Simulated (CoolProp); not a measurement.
Values from CoolProp's reference Helmholtz-energy equation of state, Wagner 2002.

For water, give the phase and the cp (kJ/(kg K)), speed of sound (m/s), viscosity (µPa s), conductivity (mW/(m K)) at 729.3 K and 1.35 MPa.


- 729.3 K and 1.35 MPa: gas; cp 2.16, speed of sound 652, viscosity 26.8, conductivity 62.4

Viscosity comes from a separate model (Huber 2009). Thermal conductivity comes from a separate model (Huber 2012).
